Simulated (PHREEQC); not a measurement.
Dissolve 0.13 mol/kgw MnSO4, 0.012 mol/kgw H2SO4 and 0.041 mol/kgw NaCl at 20 °C. Closed to the air; pH follows from the charge balance.

All values are PHREEQC results (ion-association model, wateq4f.dat), not measurements.

Precipitation was switched off in this run.

### Question
Order these Mn species by the share of Mn that they hold, largest first: MnSO4, MnCl+, Mn+2.

### Answer
Mn+2 (57 %), MnSO4 (41 %), MnCl+ (2.4 %)

### Question
Order these Cl species by the share of Cl that they hold, largest first: Cl-, MnCl+, MnCl2.

### Answer
Cl- (92 %), MnCl+ (7.5 %), MnCl2 (0.11 %)

The pH is 2.16 and the ionic strength 0.343 mol/kgw. Complexes and solids missing from the database can't appear.
